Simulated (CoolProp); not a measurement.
Vapour-liquid equilibrium of benzene (1) + n-decane (2) at 412.5 K; x and y are mole fractions of (1).

Model: multi-fluid Helmholtz-energy mixture model, Thol 2012 and Lemmon 2006; pair parameters Bell 2016, in CoolProp.

| x | bubble pressure (kPa) | y at the bubble point | dew pressure at overall composition x (kPa) | liquid density (mol/L) |
|---|---|---|---|---|
| 0.05 | 58.68 | 0.373 | 40.05 | 4.592 |
| 0.15 | 101.7 | 0.669 | 44.44 | 4.873 |
| 0.25 | 145.7 | 0.791 | 49.88 | 5.186 |
| 0.35 | 189.2 | 0.856 | 56.82 | 5.535 |
| 0.45 | 231.6 | 0.897 | 65.98 | 5.929 |
| 0.55 | 273.1 | 0.926 | 78.64 | 6.376 |
| 0.65 | 314.2 | 0.948 | 97.27 | 6.890 |
| 0.75 | 355.8 | 0.965 | 127.4 | 7.487 |
| 0.85 | 398.5 | 0.980 | 184.0 | 8.189 |
| 0.95 | 443.0 | 0.994 | 319.5 | 9.029 |

No azeotrope shows between x = 0.05 and 0.95.

Pair parameters are fitted to limited data, so mixtures are less certain than the pure fluids. The gap from Raoult's law changes sign with composition, which may be real or a fault of the pair parameters; it wasn't checked against measurements.
